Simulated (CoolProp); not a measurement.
Vapour-liquid equilibrium of R125 (1) + cyclopropane (2) at 8.22 bar; x and y are mole fractions of (1).

The numbers come from the multi-fluid Helmholtz-energy mixture model, Lemmon 2005 and Polt 1992; pair parameters Bell 2016 in CoolProp. This equation is an older, rougher fit; its heat capacities, sound speeds and derivatives of the liquid may be far off and weren't checked against measurements.

```csv
x,bubble temperature (°C),y at the bubble point,dew temperature at overall composition x (°C),liquid density (mol/L)
0.05,23.0,0.184,28.0,14.43
0.15,14.8,0.387,24.2,14.05
0.25,10.7,0.490,20.4,13.59
0.35,8.4,0.553,16.3,13.11
0.45,6.9,(withheld),12.2,12.65
0.55,5.9,0.647,8.5,12.23
0.65,5.3,0.696,5.9,11.85
0.75,5.0,0.756,5.0,(withheld)
0.85,5.1,0.833,5.2,(withheld)
0.95,5.9,0.936,6.1,10.88
```

Q: Fill in the missing entries.

A: 
- 0.45, y at the bubble point: 0.601
- 0.75, liquid density (mol/L): 11.50
- 0.85, liquid density (mol/L): 11.18

y crosses x between x = 0.75 and 0.85: the model has an azeotrope there.

The pair parameters rest on a limited set of measurements; away from them the model extrapolates.
